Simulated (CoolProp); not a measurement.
A simple Rankine cycle with water: condensing at 327.15 K, boiler at 15.8 MPa, turbine inlet 624.5 K, turbine efficiency 0.85, pump efficiency 0.7, no recuperator. Each further row changes one setting.

Computed with CoolProp (reference Helmholtz-energy equation of state, Wagner 2002).

| case | thermal efficiency (%) | net work (kJ/kg) | heat in (kJ/kg) | turbine exit temperature (K) | volume ratio over the turbine |
|---|---|---|---|---|---|
| as stated | 31.5 | 756 | 2400 | 327.1 | 673 |
| turbine inlet 644.5 K | 32.1 | 821 | 2560 | 327.1 | 588 |
| condensing temperature 319.15 K | 32.4 | 788 | 2430 | 319.1 | 970 |
| boiler pressure 11.1 MPa | 31.4 | 830 | 2650 | 327.1 | 393 |
| turbine efficiency 0.75 | 27.7 | 665 | 2400 | 327.1 | 710 |

The expansion ends wet for: as stated; turbine inlet 644.5 K; condensing temperature 319.15 K; boiler pressure 11.1 MPa; turbine efficiency 0.75.
